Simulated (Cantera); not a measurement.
Input: 1 mol SiH2Cl2, 3.1 mol NO, 36 mol N2, held at 750 Torr.

Method: chemical equilibrium by Gibbs-energy minimisation in Cantera with the NASA 1993 tables (ideal gas, pure condensed phases). Candidate condensed phases: H2O, NH4Cl, Si, SiO2, Si2N2O, Si3N4; 47 gas species. The tables hold silica as quartz up to 1696 K and as liquid above; real silica turns to tridymite and cristobalite and melts near 1996 K. Kinetics and transport are ignored.

Task: Which condensed phases are stable at each of these points (T (°C)): 1300, 1350, 1400, 1450, 1500, 1550, 1600, 1650, 1700, 1750, 1800, 1850, 1900?

Result: 
```json
[
 {"T (°C)": "1300", "condensed phases": "SiO2(β-quartz)", "Si condensed (%)": "100.0"},
 {"T (°C)": "1350", "condensed phases": "SiO2(β-quartz)", "Si condensed (%)": "100.0"},
 {"T (°C)": "1400", "condensed phases": "SiO2(β-quartz)", "Si condensed (%)": "100.0"},
 {"T (°C)": "1450", "condensed phases": "SiO2(condensed)", "Si condensed (%)": "100.0"},
 {"T (°C)": "1500", "condensed phases": "SiO2(condensed)", "Si condensed (%)": "100.0"},
 {"T (°C)": "1550", "condensed phases": "SiO2(condensed)", "Si condensed (%)": "100.0"},
 {"T (°C)": "1600", "condensed phases": "SiO2(condensed)", "Si condensed (%)": "100.0"},
 {"T (°C)": "1650", "condensed phases": "SiO2(condensed)", "Si condensed (%)": "100.0"},
 {"T (°C)": "1700", "condensed phases": "SiO2(condensed)", "Si condensed (%)": "100.0"},
 {"T (°C)": "1750", "condensed phases": "SiO2(l)", "Si condensed (%)": "100.0"},
 {"T (°C)": "1800", "condensed phases": "SiO2(l)", "Si condensed (%)": "100.0"},
 {"T (°C)": "1850", "condensed phases": "SiO2(l)", "Si condensed (%)": "100.0"},
 {"T (°C)": "1900", "condensed phases": "SiO2(l)", "Si condensed (%)": "99.9"}
]
```

From 1300 °C to 1400 °C the condensed part is SiO2(β-quartz). From 1450 °C to 1700 °C the condensed part is SiO2(condensed). From 1750 °C to 1900 °C the condensed part is SiO2(l).
